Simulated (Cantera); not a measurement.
**Premixed flame**

A freely propagating, adiabatic, planar premixed flame of 41.6 % H₂, 12.2 % O₂, 46.2 % N₂, unburnt at 500 K and 0.133 bar; multicomponent+Soret transport, grid criteria slope 0.08 and curve 0.16, no radiation.

Computed with Cantera and the H2/O2 subset of GRI-Mech 3.0, which has no nitrogen chemistry. Burning velocities carry a grid error of a few per cent, more on coarse grids.

```tsv
z (mm)	T (K)	u (m/s)	x H₂	x O₂	x H₂O₂	x H₂O	x H	x HO₂
-17.1	500	4.79	0.416	0.122	<1e-8	<1e-8	<1e-8	<1e-8
-11.4	500	4.79	0.416	0.122	<1e-8	<1e-8	<1e-8	<1e-8
-8.53	500	4.79	0.416	0.122	<1e-8	<1e-8	<1e-8	<1e-8
-5.69	500	4.79	0.416	0.122	<1e-8	2.24e-8	8.21e-8	3.20e-7
-2.84	513	4.88	0.411	0.123	1.47e-6	0.000741	0.000333	6.67e-5
-1.42	686	6.39	0.378	0.119	1.56e-6	0.0158	0.0112	3.53e-5
0	1094	9.95	0.235	0.0663	3.27e-7	0.124	0.0817	1.17e-5
1.42	1346	12.2	0.136	0.00940	2.85e-7	0.232	0.124	1.59e-6
2.84	1442	13.0	0.132	0.00396	2.55e-7	0.243	0.119	6.08e-7
5.69	1555	13.9	0.140	0.00319	2.07e-7	0.246	0.105	4.32e-7
11.4	1683	14.9	0.150	0.00256	1.33e-7	0.249	0.0881	3.11e-7
22.7	1818	15.9	0.159	0.00185	7.34e-8	0.254	0.0704	2.11e-7
45.5	1949	16.9	0.167	0.00118	3.79e-8	0.259	0.0534	1.37e-7
```
x: mole fraction of selected species; z is measured from the peak of heat release.

```yaml
laminar_burning_velocity: 479 cm/s
thermal_thickness: 5.69 mm
peak x(H₂O₂): 2.62e-6
peak x(H): 0.125
peak x(HO₂): 6.68e-5
grid_points: 145
```
